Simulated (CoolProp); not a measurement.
Sulfur hexafluoride at 293.15 K and 3.53 MPa flows at 0.11 m/s in a round tube of 25 mm bore and 45 µm roughness, fully developed (64/Re and Nu = 3.66 if laminar; Colebrook and Gnielinski if turbulent). Each further row changes one setting.

Computed with CoolProp (reference Helmholtz-energy equation of state, Guder 2009).

| case | Reynolds number | Darcy friction factor | pressure drop (Pa/m) | heat-transfer coefficient (W/(m² K)) | mass flow (kg/h) |
|---|---|---|---|---|---|
| as stated | ___ | ___ | 9.71 | 347 | ___ |
| velocity 0.22 m/s | 56100 | 0.0257 | ___ | 663 | 558 |
| diameter 50 mm | 56100 | ___ | ___ | 307 | 1120 |

**Question.** What belongs in the gaps?

**Answer.** 
- as stated, Reynolds number: 28000
- as stated, Darcy friction factor: 0.0280
- as stated, mass flow (kg/h): 279
- velocity 0.22 m/s, pressure drop (Pa/m): 35.8
- diameter 50 mm, Darcy friction factor: 0.0234
- diameter 50 mm, pressure drop (Pa/m): 4.06

Viscosity comes from a separate model (Quiñones-Cisneros 2012). Thermal conductivity comes from a separate model (Assael 2012).
